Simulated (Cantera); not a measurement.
Feed: 1 mol Si, 3.9 mol HCl, 0.53 mol H2, 4 mol F2, at 1173 K and 5.10e-5 bar.

Cantera equilibrium calculation (NASA polynomials, part measured and part estimated; ideal gas, pure solids and liquids). Candidate condensed phases: Si; 37 gas species. Rates play no part.

Base state: HF 0.496, Cl 0.159, SiF4 0.124, HCl 0.119, Cl2 0.103 (mole fractions); condensed: gas only.

Task: What changes in the equilibrium state with this change: H2 from 0.53 to 3.8 mol?

Result: 
```tsv
species	before	after
HF	0.496	0.374
HCl	0.119	0.364
H2	<1e-9	0.168
Cl	0.159	1.28e-5
Cl2	0.103	<1e-9
SiF4	0.124	0.0934
SiF3	<1e-9	1.71e-5
```
The tables' values for SiF3 are old estimates; treat these amounts as uncertain.

Task: What changes in the equilibrium state with this change: pressure from 5.10e-5 bar to 0.00530 bar?

Result: 
| species | before | after |
|---|---|---|
| HF | 0.496 | 0.533 |
| Cl2 | 0.103 | 0.185 |
| SiF4 | 0.124 | 0.133 |
| Cl | 0.159 | 0.0209 |
| HCl | 0.119 | 0.128 |

Task: What changes in the equilibrium state with this change: pressure from 5.10e-5 bar to 0.0270 bar?

Result: 
```json
[
 {"species": "HF", "before": "0.496", "after": "0.536"},
 {"species": "Cl2", "before": "0.103", "after": "0.192"},
 {"species": "SiF4", "before": "0.124", "after": "0.134"},
 {"species": "Cl", "before": "0.159", "after": "0.00945"},
 {"species": "HCl", "before": "0.119", "after": "0.129"}
]
```
